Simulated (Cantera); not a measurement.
Input (Python, Cantera):

```python
import numpy as np
import cantera as ct

surf = ct.Interface("ptcombust.yaml", "Pt_surf")
gas = surf.adjacent["gas"]
gas.TPX = 1000, 79000, {'CH4': 0.0034, 'O2': 0.022, 'N2': 0.79}
surf.TP = 1000, 79000
reactor = ct.FlowReactor(gas, clone=False)
reactor.area = 0.0001  # m2
reactor.surface_area_to_volume_ratio = 130  # 1/m
reactor.mass_flow_rate = 1.1 * reactor.area * gas.density  # inlet velocity 1.1 m/s
reactor.energy_enabled = False
wall = ct.ReactorSurface(surf, reactor, clone=False)
net = ct.ReactorNet([reactor])
net.rtol, net.atol = 1e-8, 1e-16
show, cover = ['CH4', 'O2', 'H2O', 'CO2', 'CO'], ['PT(S)', 'H(S)', 'O(S)', 'OH(S)', 'CO(S)', 'C(S)']

rows = []
print(f"{'z/m':>9s}{'u/(m/s)':>9s}" + "".join(f"{s:>13s}" for s in show + cover))
for z in [4e-05, 7.6e-05, 0.00015, 0.00028, 0.00055, 0.0011, 0.002, 0.004]:
    net.advance(z)
    rows.append([reactor.speed, *gas[show].X, *surf[cover].coverages])
    print(f"{z:9.4g}{rows[-1][0]:9.3g}" + "".join(f"{x:13.4e}" for x in rows[-1][1:]))
```

Output:

```
      z/m  u/(m/s)          CH4           O2          H2O          CO2           CO        PT(S)         H(S)         O(S)        OH(S)        CO(S)         C(S)
    4e-05      1.1   4.1665e-03   2.6974e-02   6.4138e-06   2.8872e-06   3.1965e-07   2.8645e-01   4.0207e-08   7.1339e-01   1.5883e-04   9.2220e-06   6.3551e-08
  7.6e-05      1.1   4.1636e-03   2.6969e-02   1.2183e-05   5.5176e-06   5.7373e-07   2.8646e-01   4.1659e-08   7.1336e-01   1.6463e-04   9.3220e-06   6.3518e-08
  0.00015      1.1   4.1577e-03   2.6957e-02   2.4033e-05   1.1005e-05   1.0109e-06   2.8650e-01   4.4493e-08   7.1332e-01   1.7594e-04   9.4924e-06   6.3449e-08
  0.00028      1.1   4.1473e-03   2.6937e-02   4.4817e-05   2.0843e-05   1.5635e-06   2.8655e-01   4.9068e-08   7.1325e-01   1.9420e-04   9.7024e-06   6.3323e-08
  0.00055      1.1   4.1258e-03   2.6894e-02   8.7843e-05   4.1744e-05   2.1717e-06   2.8663e-01   5.7385e-08   7.1313e-01   2.2738e-04   9.9145e-06   6.3048e-08
   0.0011      1.1   4.0822e-03   2.6807e-02   1.7488e-04   8.4913e-05   2.5135e-06   2.8678e-01   7.1305e-08   7.1293e-01   2.8284e-04   9.9742e-06   6.2471e-08
    0.002      1.1   4.0119e-03   2.6666e-02   3.1554e-04   1.5520e-04   2.5405e-06   2.8700e-01   8.9366e-08   7.1264e-01   3.5462e-04   9.8520e-06   6.1528e-08
    0.004      1.1   3.8593e-03   2.6362e-02   6.2037e-04   3.0765e-04   2.4511e-06   2.8749e-01   1.1967e-07   7.1202e-01   4.7440e-04   9.5247e-06   5.9474e-08
```

Detailed kinetics in Cantera: Deutschmann's 1995 Pt surface mechanism with GRI-Mech 3.0 gas chemistry. Catalytic surfaces can have several steady states; this one follows from the mechanism file's or the stated starting coverage. Mass transfer to the wall is taken as infinitely fast.
